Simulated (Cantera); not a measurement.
Input: 1 mol TEOS, 4.9 mol CO2, 0.37 mol H2, 1.1 mol NO, at 1.33 mbar.

Equilibrium computed with Cantera from the NASA thermochemical tables; the gas is ideal and each condensed phase is pure. Candidate condensed phases: C, C6H6, C7H8, C8H18, H2O, Si, SiC, SiO2, Si2N2O, Si3N4; 151 gas species. The feed counts by its element totals alone. The tables hold silica as quartz up to 1696 K and as liquid above; real silica turns to tridymite and cristobalite and melts near 1996 K. Equilibrium is a limit: real reactors are often held back by kinetics, nucleation or transport.

Task: Which condensed phases are stable at each of these points (T (°C)): 1250, 1300, 1350, 1400, 1450, 1500, 1550, 1600, 1650, 1700, 1750, 1800?

Result: 
```
T (°C)  condensed phases  Si condensed (%)
------  ----------------  ----------------
1250      SiO2(β-quartz)              97.0
1300      SiO2(β-quartz)              94.2
1350      SiO2(β-quartz)              89.1
1400      SiO2(β-quartz)              80.5
1450     SiO2(condensed)              66.3
1500     SiO2(condensed)              44.0
1550     SiO2(condensed)               9.6
1600            gas only               0.0
1650            gas only               0.0
1700            gas only               0.0
1750            gas only               0.0
1800            gas only               0.0
```

From 1250 °C to 1400 °C the condensed part is SiO2(β-quartz). From 1450 °C to 1550 °C the condensed part is SiO2(condensed). From 1600 °C to 1800 °C nothing is condensed.
